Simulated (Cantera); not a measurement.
Charge: 1 mol Ta₂O₅, 9.8 mol CO, 17 mol H₂, at 1825 K and 80.0 Pa.

Method: chemical equilibrium by Gibbs-energy minimisation in Cantera with the NASA 1993 tables (ideal gas, pure condensed phases). Candidate condensed phases: C, C₆H₆, C₇H₈, C₈H₁₈, H₂O, Ta, TaC, Ta₂O₅; 113 gas species. Mutual solubility and eutectic melting of coexisting phases are not modelled. Condensed phases not in the tables: Ta₂C, N, O or C dissolved in the metal. The numbers say what is thermodynamically allowed, not how fast it happens.

What is the equilibrium state?


| Item | Result |
|---|---|
| x(H₂) | 0.624 |
| x(CO) | 0.363 |
| x(H) | 0.0123 |
| x(H₂O) | 0.000492 |
| x(CO₂) | 7.31e-5 |
| x(TaO₂) | 4.61e-5 |
| x(TaO) | 9.03e-6 |
| n(Ta(s)) | 0.00570 mol |
| n(Ta₂O₅(s)) | 0.996 mol |
| gas amount | 26.97 mol |
| log10 activity of TaC(s) (absent) | -0.02 |
| log10 activity of C(graphite) (absent) | -4.03 |
